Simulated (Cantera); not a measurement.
An isothermal, constant-pressure homogeneous reactor starts with 1.09 % H2, 98.9 % O2, equivalence ratio 0.0055, at 1250 K and 2.93 Torr.

Computed with Cantera and the H2/O2 subset of GRI-Mech 3.0, which has no nitrogen chemistry. Radical loss at walls, strong at low pressure, is not modelled.

Problem. Predict: x(H2) at 2.00 s; x(O2) at 2.00 s; x(OH) at 2.00 s; x(H2O) at 2.00 s; x(H2O2) at 2.00 s.

Solution. 
```json
{
 "x(H2) at 2.00 s": "2.50e-5 (gas-phase equilibrium 6.11e-9)",
 "x(O2) at 2.00 s": "0.984 (gas-phase equilibrium 0.989)",
 "x(OH) at 2.00 s": "0.000714 (gas-phase equilibrium 1.12e-5)",
 "x(H2O) at 2.00 s": "0.0104 (gas-phase equilibrium 0.0109)",
 "x(H2O2) at 2.00 s": "4.93e-9 (gas-phase equilibrium 2.50e-11)"
}
```
